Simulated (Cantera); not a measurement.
Equilibrium for tantalum, niobium, vanadium and zirconium in process gases: Ta(OEt)5 + H2O

A closed system holds: 1 mol Ta(OEt)5, 1.5 mol H2O, equilibrated at 19.0 Pa.

Cantera equilibrium calculation (NASA polynomials, part measured and part estimated; ideal gas, pure solids and liquids). Candidate condensed phases: C, C6H6, C7H8, C8H18, H2O, Ta, TaC, Ta2O5; 113 gas species. The feed counts by its element totals alone. TaC: taken at fixed stoichiometry. Condensed phases not in the tables: Ta2C. The numbers say what is thermodynamically allowed, not how fast it happens.

From 1173 K to 2523 K the condensed part is C(graphite) + TaC(s). From 2673 K to 2823 K the condensed part is TaC(s).

```tsv
T (K)	x H	x H2	x CO	x C3	x C	n C(graphite)	n TaC(s)
1173	7.07e-6	0.683	0.317	<1e-12	<1e-12	2.50	1.00
1323	9.51e-5	0.683	0.317	<1e-12	<1e-12	2.50	1.00
1473	0.000758	0.682	0.317	<1e-12	<1e-12	2.50	1.00
1623	0.00413	0.679	0.316	1.47e-12	7.12e-12	2.50	1.00
1773	0.0169	0.669	0.314	2.61e-10	6.41e-10	2.50	1.00
1923	0.0545	0.637	0.308	2.02e-8	2.85e-8	2.49	1.00
2073	0.143	0.562	0.294	8.26e-7	7.31e-7	2.47	1.00
2223	0.303	0.426	0.269	2.02e-5	1.20e-5	2.44	1.00
2373	0.509	0.252	0.236	0.000325	0.000139	2.37	1.00
2523	0.673	0.111	0.209	0.00373	0.00120	1.97	1.00
2673	0.740	0.0396	0.191	0.0194	0.00683	0	1.000
2823	0.765	0.0141	0.184	0.0147	0.0181	0	1.000
```
x: gas mole fraction; n: condensed amount in mol.
